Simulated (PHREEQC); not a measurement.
0.65 g of hydrous ferric oxide (600 m²/g; 0.2 weak and 0.005 strong sites per Fe, Dzombak-Morel constants, diffuse double layer) in 1 kg of water with 0.3 mol/kgw of an inert sodium salt and 0.00022 mol Na2HAsO4, at 25 °C; the pH is set by adding NaOH or the inert anion's acid. Oxygen is held at 0.21 atm. The system is closed to CO2. Precipitation was switched off in this run.

Computed with PHREEQC (ion-association model, wateq4f.dat).

```
pH   As sorbed (%)  surface charge σ (C/m²)  surface potential ψ (mV)
---  -------------  -----------------------  ------------------------
3            100.0                    0.309                       117
3.5          100.0                    0.298                       115
4            100.0                    0.277                       111
4.5          100.0                    0.248                       106
5            100.0                    0.208                        97
5.5          100.0                    0.159                        84
6            100.0                    0.109                        67
6.5          100.0                    0.065                        46
7            100.0               (withheld)                        23
7.5     (withheld)               (withheld)                        -1
8             99.3                   -0.032                       -25
8.5     (withheld)               (withheld)                       -47
9             92.6                   -0.105                       -65
```

Problem. Fill in the missing entries.

Solution. 
- 7, surface charge σ (C/m²): 0.029
- 7.5, As sorbed (%): 99.9
- 7.5, surface charge σ (C/m²): -0.002
- 8.5, As sorbed (%): 97.2
- 8.5, surface charge σ (C/m²): -0.067

The oxide is taken as insoluble; below pH 4 it would dissolve.
